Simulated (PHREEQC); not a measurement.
Solution A (3.8 mmol/kgw KH2PO4 and 33 mmol/kgw HF) is mixed with solution B (56 mmol/kgw HCl) at 40 °C; shares are by mass of water, 1 kg in all. Oxygen is held at 0.21 atm. CO2 from the air is kept out. Solids allowed: Sylvite. Others were left out.

All values are PHREEQC results (ion-association model, phreeqc.dat), not measurements.

| share of solution B | pH | HF (mol/kgw) | H2PO4- (mol/kgw) | H3PO4 (mol/kgw) | F- (mol/kgw) |
|---|---|---|---|---|---|
| 0 | 2.47 | 0.0275 | 0.00247 | 0.00133 | 0.00450 |
| 0.1 | 2.22 | 0.0267 | 0.00175 | 0.00167 | 0.00247 |
| 0.2 | 2.01 | [?] | 0.00120 | 0.00184 | 0.00144 |
| 0.3 | 1.85 | [?] | 0.000841 | 0.00182 | 0.000906 |
| 0.4 | 1.73 | 0.0191 | 0.000596 | 0.00168 | 0.000603 |
| 0.5 | [?] | 0.0160 | 0.000423 | 0.00148 | 0.000411 |
| 0.6 | 1.55 | 0.0129 | [?] | 0.00122 | 0.000279 |
| 0.7 | 1.48 | 0.00970 | 0.000197 | 0.000943 | 0.000182 |
| 0.8 | 1.42 | 0.00649 | 0.000118 | [?] | 0.000107 |
| 0.9 | 1.37 | 0.00325 | 5.38e-5 | 0.000326 | 4.83e-5 |
| 1 | 1.32 | 0 | 0 | 0 | 0 |

Q: What belongs in the gaps?

A: 
- 0.2, HF (mol/kgw): 0.0247
- 0.3, HF (mol/kgw): 0.0220
- 0.5, pH: 1.63
- 0.6, H2PO4- (mol/kgw): 0.000296
- 0.8, H3PO4 (mol/kgw): 0.000642

Constants without temperature data keep their 25 °C values here.
